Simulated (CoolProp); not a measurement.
The fluid at 293.15 K and 0.357 MPa (stagnation) flows isentropically through a choked orifice. The same conditions are run with several fluids, on thermodynamics alone (safety and materials aside).

Values from CoolProp's reference Helmholtz-energy equation of state of each fluid (propylene: Lemmon 2013; fluoroethane (R161): Wu 2012; fluorine: de Reuck 1990; ethylene: Smukala 2000; C2F6 (R116): Lemmon 2006).

Rank propylene, fluoroethane (R161), fluorine, ethylene, C2F6 (R116) by throat to inlet pressure ratio, highest first.

C2F6 (R116) (0.591), propylene (0.576), fluoroethane (R161) (0.573), ethylene (0.552), fluorine (0.532)

```tsv
fluid	mass flux (kg/(m² s))	throat temperature (K)
propylene	968	271.1
fluoroethane (R161)	1040	268.7
fluorine	959	247.1
ethylene	806	259.2
C2F6 (R116)	1700	280.3
```
